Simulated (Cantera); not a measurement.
What does this Cantera script print?

```python
import numpy as np
import cantera as ct

gas = ct.Solution("gri30.yaml")
gas.TPX = 400, 31000, {'CO': 1, 'H2': 0.44, 'O2': 1.06, 'N2': 3.98}
inlet = ct.Reservoir(gas, clone=True)
gas.equilibrate("HP")  # start burning
reactor = ct.IdealGasConstPressureReactor(gas, energy="on", clone=False)
exhaust = ct.Reservoir(gas, clone=True)
tau = [0.14, 0.071, 0.035, 0.018, 0.0088, 0.0044, 0.0022, 0.0011, 0.00055, 0.00028, 0.00014, 6.9e-05, 3.5e-05][0]
for a, b in ((inlet, reactor), (reactor, exhaust)):
    ct.MassFlowController(a, b, mdot=lambda t: reactor.mass / tau)
net = ct.ReactorNet([reactor])
show = ['CO', 'H2', 'O2', 'CO2', 'HO2']

rows = []
print(f"{'tau/s':>10s}{'T/K':>9s}" + "".join(f"{s:>11s}" for s in show))
for tau in [0.14, 0.071, 0.035, 0.018, 0.0088, 0.0044, 0.0022, 0.0011, 0.00055, 0.00028, 0.00014, 6.9e-05, 3.5e-05]:
    net.initial_time = 0.0
    net.advance(30 * tau)
    before = gas.X
    net.advance(40 * tau)
    drift = np.max(np.abs(gas.X - before) / (gas.X + 1e-9))
    rows.append([gas.T, *gas[show].X, drift])
    print(f"{tau:10.3e}{gas.T:9.1f}" + "".join(f"{x:11.3e}" for x in gas[show].X))
```

Result:

```
     tau/s      T/K         CO         H2         O2        CO2        HO2
 1.400e-01   2055.9  1.097e-02  1.009e-03  6.210e-02  1.611e-01  1.173e-06
 7.100e-02   2016.0  1.478e-02  1.409e-03  6.368e-02  1.568e-01  1.438e-06
 3.500e-02   1961.2  1.963e-02  1.967e-03  6.561e-02  1.512e-01  1.963e-06
 1.800e-02   1897.7  2.472e-02  2.620e-03  6.760e-02  1.453e-01  2.732e-06
 8.800e-03   1816.7  3.042e-02  3.438e-03  6.984e-02  1.386e-01  3.858e-06
 4.400e-03   1725.9  3.591e-02  4.295e-03  7.212e-02  1.319e-01  5.213e-06
 2.200e-03   1622.1  4.157e-02  5.124e-03  7.477e-02  1.249e-01  6.845e-06
 1.100e-03   1501.6  4.921e-02  5.826e-03  7.890e-02  1.158e-01  9.038e-06
 5.500e-04   1345.7  6.658e-02  6.643e-03  8.888e-02  9.662e-02  1.331e-05
 2.800e-04    400.0  1.543e-01  6.790e-02  1.636e-01 -8.625e-16 -5.063e-18
 1.400e-04    400.0  1.543e-01  6.790e-02  1.636e-01 -1.920e-19 -1.127e-21
 6.900e-05    400.0  1.543e-01  6.790e-02  1.636e-01 -1.213e-20 -7.119e-23
 3.500e-05    400.0  1.543e-01  6.790e-02  1.636e-01 -7.659e-22 -4.496e-24
```

Computed with Cantera and GRI-Mech 3.0 (53 species, 325 reactions).
